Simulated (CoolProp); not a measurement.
The numbers come from the reference Helmholtz-energy equation of state, Lemmon 2006 in CoolProp. It is a short technical equation, of lower accuracy than the large ones.

**Question.** For C3F8 (R218), give the phase and the Joule-Thomson coefficient (K/MPa), conductivity (mW/(m K)) at 349.6 K and 3890 kPa.

**Answer.** 
- 349.6 K and 3890 kPa: supercritical; Joule-Thomson coefficient 2.54, conductivity 36.6

Thermal conductivity comes from a separate model (Huber 2003), an estimate that may be off by 10 % or more.
